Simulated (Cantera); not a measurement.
A perfectly stirred reactor is fed with H2 : O2 : H2O = 0.37 : 1 : 0.028 (molar parts), at 2300 Pa; it is held at 900 K, and followed from long to short residence time.

Cantera simulation using the H2/O2 subset of GRI-Mech 3.0, which has no nitrogen chemistry; the numbers are that mechanism's predictions, not measurements. Radical loss at walls, strong at low pressure, is not modelled. Below about 950 K walls govern HO2 and H2O2 in real vessels. The temperature is held fixed by assumption; the heat of reaction is taken as removed at once.

x: mole fraction; the columns are a selection and need not sum to one.

| τ (s) | x H2 | x O2 | x HO2 | x O | x H2O2 | x H2O | x H |
|---|---|---|---|---|---|---|---|
| 2.0 | 0.00289 | 0.672 | 2.02e-5 | 0.000220 | ? | 0.325 | 4.97e-5 |
| 0.59 | 0.00560 | 0.672 | 2.79e-5 | 0.000455 | 1.18e-6 | 0.321 | 0.000168 |
| 0.18 | 0.0104 | 0.672 | 3.50e-5 | 0.000894 | 1.24e-6 | 0.315 | 0.000544 |
| 0.052 | 0.0195 | 0.673 | 4.06e-5 | 0.00177 | 1.29e-6 | 0.303 | 0.00184 |
| 0.016 | 0.0348 | 0.673 | 4.30e-5 | 0.00331 | 1.30e-6 | 0.282 | 0.00569 |
| 0.0046 | 0.0633 | 0.672 | 4.09e-5 | 0.00613 | ? | 0.239 | 0.0172 |
| 0.0014 | 0.111 | 0.672 | 3.34e-5 | 0.00943 | ? | 0.168 | 0.0368 |

Problem. What belongs in the gaps?

Solution. 
- 2.0, x H2O2: 1.05e-6
- 0.0046, x H2O2: 1.15e-6
- 0.0014, x H2O2: 8.12e-7
